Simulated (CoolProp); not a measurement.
R245fa at 181.95 K and 4.4 MPa is throttled through a valve to 0.855 MPa with no heat exchange. Each further row changes one setting.

Computed with CoolProp (reference Helmholtz-energy equation of state, Akasaka 2015).

| case | temperature change (K) |
|---|---|
| as stated | (withheld) |
| outlet pressure 0.257 MPa | (withheld) |
| outlet pressure 1.11 MPa | (withheld) |

What belongs in the gaps?


- as stated, temperature change (K): +1.4
- outlet pressure 0.257 MPa, temperature change (K): +1.7
- outlet pressure 1.11 MPa, temperature change (K): +1.3
